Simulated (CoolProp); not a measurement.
CH3F (R41) along the isobar 0.704 MPa: fugacity coefficient from the reference equation and from simpler models built on Tc = 317.3 K, pc = 5.906 MPa, ω = 0.200; each cubic takes its own stable root.

Model: reference Helmholtz-energy equation of state, Lemmon 2006, in CoolProp. It is a short technical equation, of lower accuracy than the large ones.

```json
[
 {"T (K)": "188.5", "phase": "liquid", "reference": "0.09863"},
 {"T (K)": "222.3", "phase": "liquid", "reference": "0.4905"},
 {"T (K)": "256.1", "phase": "gas", "reference": "0.9040"},
 {"T (K)": "289.9", "phase": "gas", "reference": "0.9373"},
 {"T (K)": "323.6", "phase": "gas", "reference": "0.9565"},
 {"T (K)": "357.4", "phase": "gas", "reference": "0.9686"},
 {"T (K)": "391.2", "phase": "gas", "reference": "0.9768"},
 {"T (K)": "425", "phase": "gas", "reference": "0.9826"}
]
```

**Question.** How far does each simpler model (Redlich-Kwong, Soave-Redlich-Kwong, Peng-Robinson) lie from the reference over these 8 states: mean and median of the absolute difference, and the worst?

**Answer.** 
- Redlich-Kwong: mean 12.5 %, median 0.8 %, worst +55.6 % at 188.5 K and 0.704 MPa
- Soave-Redlich-Kwong: mean 1.3 %, median 0.8 %, worst +2.9 % at 222.3 K and 0.704 MPa
- Peng-Robinson: mean 0.7 %, median 0.3 %, worst +2.1 % at 222.3 K and 0.704 MPa
